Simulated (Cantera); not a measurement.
# Equilibrium for thermal oxidation and active oxidation of silicon: Si + CO2 + H2

Feed: 1 mol Si, 0.44 mol CO2, 25 mol H2, held at 1000 Pa.

These are equilibrium values from Cantera (NASA tables, ideal gas, pure condensed phases), not measurements of a reactor. Candidate condensed phases: C, C6H6, C7H8, C8H18, H2O, Si, SiC, SiO2; 123 gas species. Mutual solubility and eutectic melting of coexisting phases are not modelled. The tables hold silica as quartz up to 1696 K and as liquid above; real silica turns to tridymite and cristobalite and melts near 1996 K. Gases not in the tables: Si2H6 and higher silanes. Rates play no part.

From 1073 K to 1373 K the condensed part is Si(s) + SiC(s) + SiO2(β-quartz). At 1473 K the condensed part is SiC(s) + SiO2(β-quartz). From 1573 K to 2073 K the condensed part is SiC(s). The main Si-bearing gas is SiO throughout. The share of Si in condensed phases is highest at 1073 K (100.0 %) and lowest at 2073 K (12.9 %).

| T (K) | x H2 | x SiO | x H | x CO | x Si | x SiH | n Si(s) | n SiC(s) | n SiO2(β-quartz) |
|---|---|---|---|---|---|---|---|---|---|
| 1073 | 1.000 | 8.89e-7 | 1.40e-7 | 2.83e-9 | <1e-12 | 2.57e-12 | 0.120 | 0.440 | 0.440 |
| 1173 | 1.000 | 2.42e-5 | 1.18e-6 | 1.46e-7 | 4.95e-11 | 8.86e-11 | 0.120 | 0.440 | 0.440 |
| 1273 | 1.000 | 0.000388 | 7.13e-6 | 4.01e-6 | 1.80e-9 | 1.74e-9 | 0.115 | 0.440 | 0.435 |
| 1373 | 0.996 | 0.00411 | 3.32e-5 | 6.75e-5 | 3.88e-8 | 2.20e-8 | 0.0709 | 0.438 | 0.388 |
| 1473 | 0.977 | 0.0193 | 0.000125 | 0.00331 | 2.07e-7 | 7.36e-8 | 0 | 0.355 | 0.151 |
| 1573 | 0.966 | 0.0278 | 0.000400 | 0.00618 | 2.18e-6 | 5.15e-7 | 0 | 0.280 | 0 |
| 1673 | 0.965 | 0.0278 | 0.00112 | 0.00619 | 1.93e-5 | 3.21e-6 | 0 | 0.280 | 0 |
| 1773 | 0.963 | 0.0277 | 0.00279 | 0.00626 | 0.000133 | 1.61e-5 | 0 | 0.278 | 0 |
| 1873 | 0.959 | 0.0273 | 0.00632 | 0.00658 | 0.000723 | 6.60e-5 | 0 | 0.269 | 0 |
| 1973 | 0.950 | 0.0258 | 0.0131 | 0.00786 | 0.00303 | 0.000214 | 0 | 0.233 | 0 |
| 2073 | 0.931 | 0.0219 | 0.0254 | 0.0114 | 0.00939 | 0.000521 | 0 | 0.129 | 0 |
x: gas mole fraction; n: condensed amount in mol.
